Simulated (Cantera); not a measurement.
Charge: 1 mol Al, 0.76 mol HCl, 9.7 mol H₂, at 0.100 bar.

Equilibrium computed with Cantera from the NASA thermochemical tables; the gas is ideal and each condensed phase is pure. Candidate condensed phases: Al, AlCl₃; 12 gas species. Rates play no part.

Over these rows the condensed part is Al(l). Partial pressures as log10 of bar:

```csv
T (K),1000/T (1/K),log p AlCl₃,log p H₂,log p AlCl
975,1.0256,-2.65,-1.01,-3.33
1075,0.9302,-2.78,-1.02,-2.72
1175,0.8511,-3.20,-1.02,-2.33
1275,0.7843,?,-1.03,-2.19
1375,0.7273,-5.17,-1.03,-2.16
1475,0.6780,-6.12,-1.03,-2.16
```

Task: Fit log p(AlCl₃) = a + b·(1000/T) to the five rows, give the apparent enthalpy, and predict the row at 1275 K.

Result: Means: 1000/T = 0.8424, log p = -3.984. Sxy = 0.844588, Sxx = 0.0816221, so b = 10.35 and a = -3.984 − (10.35)×0.8424 = -12.70.
Apparent enthalpy: −19.145 × (10.35) = -198 kJ/mol. With the condensed phases at unit activity, 3 AlCl(g) = AlCl₃(g) + 2 Al(l) links this pressure to the main gases: over the six rows their terms move log p by +3.51 in all, so the slope isn't that reaction's ΔH° alone. The five rows lie within 0.69 of the line; that is curvature, so one enthalpy describes this range poorly.
Prediction at 1275 K: -12.70 + (10.35)×0.7843 = -4.58. The computed value is -4.11, 0.47 from the line.
